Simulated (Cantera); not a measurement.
An isothermal, constant-pressure homogeneous reactor starts with 37.0 % CH4, 63.0 % CO2, at 1548 K and 10.0 bar.

Model: GRI-Mech 3.0 (53 species, 325 reactions), integrated in Cantera.

One state of this run: x CH4 = 0.0562; x CO2 = 0.116; x HCO = 2.72e-8; x C2H4 = 0.00467; x CO = 0.455; x CH3 = 2.43e-5; x H2O2 = <1e-12. x: mole fraction; the columns are a selection and need not sum to one.

Q: Which value of t (s) does it belong to?
A. 3.16
B. 100
C. 0.000100
D. 17.8

A: A, 3.16
